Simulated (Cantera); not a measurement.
An isothermal, constant-pressure homogeneous reactor starts with CO : O2 : H2O : N2 = 0.0016 : 0.04 : 0.00038 : 1 (molar parts), at 1323 K and 810000 Pa.

Computed with Cantera and GRI-Mech 3.0 (53 species, 325 reactions).

Predict: x(O2) at 3.00 s; x(H2O) at 3.00 s; x(NO) at 3.00 s; x(CO2) at 3.00 s; x(NO2) at 3.00 s.


```json
{
 "x(O2) at 3.00 s": "0.0376 (gas-phase equilibrium 0.0375)",
 "x(H2O) at 3.00 s": "0.000365 (gas-phase equilibrium 0.000365)",
 "x(NO) at 3.00 s": "5.38e-7 (gas-phase equilibrium 0.000215)",
 "x(CO2) at 3.00 s": "0.00154 (gas-phase equilibrium 0.00154)",
 "x(NO2) at 3.00 s": "6.39e-9 (gas-phase equilibrium 2.55e-6)"
}
```
